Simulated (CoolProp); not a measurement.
Vapour-liquid equilibrium of n-perfluorobutane (1) + R365MFC (2) at 175 kPa; x and y are mole fractions of (1).

Model: multi-fluid Helmholtz-energy mixture model, Gao 2022 and Lemmon 2016; pair parameters Bell 2016, in CoolProp.

```csv
x,"bubble temperature, mixture model (°C)","bubble temperature, Raoult's law (°C)","y, mixture model","y, Raoult's law"
0.05,?,52.2,0.405,0.168
0.15,27.0,45.0,0.673,0.416
0.25,?,39.0,0.752,0.584
0.35,18.9,33.8,0.786,0.702
0.45,17.5,29.3,?,0.788
0.55,16.5,25.4,0.823,0.851
0.65,15.5,22.0,0.843,0.900
0.75,?,18.9,0.869,0.937
0.85,13.6,16.1,0.907,0.966
0.95,12.7,13.6,0.962,0.990
```

Task: Fill in the missing entries.

Result: 
- 0.05, bubble temperature, mixture model (°C): 41.5
- 0.25, bubble temperature, mixture model (°C): 21.5
- 0.45, y, mixture model: 0.806
- 0.75, bubble temperature, mixture model (°C): 14.5

The largest gap from Raoult's law is -18.0 K in bubble temperature, at x = 0.15. No azeotrope shows between x = 0.05 and 0.95.

The pair parameters rest on a limited set of measurements; away from them the model extrapolates. With so large a gap from Raoult's law the liquid may split in two, which this calculation doesn't test in full.
